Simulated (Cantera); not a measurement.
Feed: 1 mol H₂O, 0.1 mol H₂, 0.99 mol SO₂, held at 2875 K and 5.40 bar.

Equilibrium computed with Cantera from the NASA thermochemical tables; the gas is ideal and each condensed phase is pure. Candidate condensed phases: H₂O, H₂SO₄, S; 19 gas species. The numbers say what is thermodynamically allowed, not how fast it happens.

Base state: H₂O 0.443, SO₂ 0.403, SO 0.0480, H₂ 0.0413, OH 0.0298, O₂ 0.0178, H 0.00926, O 0.00416 (mole fractions); condensed: gas only.

**Question.** What changes in the equilibrium state with this change: pressure from 5.40 bar to 81.0 Pa?

**Answer.** 
```csv
species,before,after
O,0.00416,0.401
H,0.00926,0.364
S,0.00124,0.111
H₂O,0.443,0.00149
SO₂,0.403,0.00755
H₂,0.0413,0.00959
OH,0.0298,0.0170
O₂,0.0178,0.0249
SO,0.0480,0.0620
SO₃,0.000130,3.54e-8
H₂S,0.000182,5.64e-7
HO₂,1.69e-5,1.40e-7
S₂O,8.75e-5,1.51e-6
SH,0.000932,0.000491
```
